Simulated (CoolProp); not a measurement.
A Linde-Hampson liquefier for methane: isothermal reversible compression at 290 K from 1 atm to 25 MPa, throttling to 1 atm, return gas leaving the recuperator 10 K below the feed. Each further row changes one setting.

The numbers come from the reference Helmholtz-energy equation of state, Setzmann 1991 in CoolProp.

```json
[
 {"case": "as stated", "liquid yield per pass": "0.222", "compression work (kJ/kg of gas)": "774"},
 {"case": "high pressure 50 MPa", "liquid yield per pass": "0.249", "compression work (kJ/kg of gas)": "877"},
 {"case": "warm-end temperature 320 K", "liquid yield per pass": "0.165", "compression work (kJ/kg of gas)": "875"},
 {"case": "warm-end gap 15 K", "liquid yield per pass": "0.212", "compression work (kJ/kg of gas)": "774"}
]
```
